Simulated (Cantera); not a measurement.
Charge: 1 mol SiHCl3, 0.0045 mol Cl2, 5.8 mol H2, at 1298 K and 60000 Pa.

These are equilibrium values from Cantera (NASA tables, ideal gas, pure condensed phases), not measurements of a reactor. Candidate condensed phases: Si; 19 gas species. The tables' values for SiCl3 are old estimates; treat these amounts as uncertain. Equilibrium is a limit: real reactors are often held back by kinetics, nucleation or transport.

Q: What is the equilibrium state?

A: 
```json
{
 "x(H2)": "0.823",
 "x(HCl)": "0.0723",
 "x(SiCl4)": "0.0491",
 "x(SiHCl3)": "0.0252",
 "x(SiCl2)": "0.0169",
 "x(SiCl3)": "0.0118",
 "x(SiH2Cl2)": "0.00182",
 "x(SiH3Cl)": "3.71e-5",
 "x(H)": "1.25e-6",
 "n(Si(s))": "0.244 mol",
 "gas_amount": "7.213 mol"
}
```
